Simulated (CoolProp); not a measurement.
Fluoroethane (R161) at several states: fugacity coefficient from the reference equation and from simpler models built on Tc = 375.2 K, pc = 5.010 MPa, ω = 0.216; each cubic takes its own stable root.

Model: reference Helmholtz-energy equation of state, Wu 2012, in CoolProp.

| T (K) | p (MPa) | phase | reference |
|---|---|---|---|
| 349.3 | 0.216 | gas | 0.9808 |
| 154.5 | 0.111 | liquid | 0.002010 |
| 417.8 | 0.0118 | gas | 0.9994 |
| 208.8 | 5 | liquid | 0.005716 |

Q: How far does each simpler model (van der Waals, Redlich-Kwong, Soave-Redlich-Kwong) lie from the reference over these 4 states: mean and median of the absolute difference, and the worst?

A: 
- van der Waals: mean 3900.9 %, median 543.3 %, worst +14516.9 % at 154.5 K and 0.111 MPa
- Redlich-Kwong: mean 51.0 %, median 42.4 %, worst +119.1 % at 154.5 K and 0.111 MPa
- Soave-Redlich-Kwong: mean 1.1 %, median 0.1 %, worst -4.1 % at 154.5 K and 0.111 MPa
